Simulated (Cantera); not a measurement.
Charge: 1 mol PbO, 87 mol H2, 23 mol N2, at 2173.15 K and 100000 Pa.

Method: chemical equilibrium by Gibbs-energy minimisation in Cantera with the NASA 1993 tables (ideal gas, pure condensed phases). Candidate condensed phases: H2O, Pb, PbO, PbO2, Pb3O4; 27 gas species. The numbers say what is thermodynamically allowed, not how fast it happens.

Base state: H2 0.771, N2 0.207, Pb 0.00899, H2O 0.00898, H 0.00424 (mole fractions); condensed: gas only.

Task: What changes in the equilibrium state with this change: pressure from 100000 Pa to 76.0 Pa?

Result: 
| species | before | after |
|---|---|---|
| H2 | 0.771 | 0.650 |
| N2 | 0.207 | 0.193 |
| H | 0.00424 | 0.141 |
| Pb | 0.00899 | 0.00837 |
| O | 2.55e-8 | 3.59e-5 |
| OH | 6.62e-6 | 0.000236 |
| H2O | 0.00898 | 0.00809 |

Task: What changes in the equilibrium state with this change: PbO replaced by V2O3?

Result: 
```json
[
 {"species": "H2", "before": "0.771", "after": "0.778"},
 {"species": "N2", "before": "0.207", "after": "0.209"},
 {"species": "H2O", "before": "0.00898", "after": "0.00903"},
 {"species": "Pb", "before": "0.00899", "after": "0"},
 {"species": "VO2", "before": "0", "after": "3.10e-5"},
 {"species": "VO", "before": "0", "after": "1.92e-5"},
 {"species": "H", "before": "0.00424", "after": "0.00426"},
 {"species": "VO(l), mol", "before": "0", "after": "1.99"}
]
```
VO: taken at fixed stoichiometry. Further candidate phases: V, VN, VO, V2O3, V2O4, V2O5.
